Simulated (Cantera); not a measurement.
Standard-state values (1 bar) from the NASA 1993 polynomials, evaluated with Cantera. Values are per mole of reaction as written; species without (g) are pure solids or liquids, kept so even where they would boil at 1 bar.

3 H2(g) + N2(g) = 2 NH3(g)

```csv
T (K),ΔH° (kJ),ΔS° (J/K),ΔG° (kJ),log10 K
1150,-111.6,-235.4,159.1,-7.23
1225,-112.0,-235.8,176.8,-7.54
1300,?,?,?,?
1375,?,?,?,?
1450,-112.7,-236.3,229.9,-8.28
1525,-112.8,-236.3,247.6,-8.48
1600,-112.7,-236.3,265.3,-8.66
1675,-112.6,-236.2,283.0,-8.83
```

### Question
Some entries are withheld; supply them.

### Answer

- 1300, ΔH° (kJ): -112.4
- 1300, ΔS° (J/K): -236.0
- 1300, ΔG° (kJ): 194.4
- 1300, log10 K: -7.81
- 1375, ΔH° (kJ): -112.6
- 1375, ΔS° (J/K): -236.2
- 1375, ΔG° (kJ): 212.2
- 1375, log10 K: -8.06
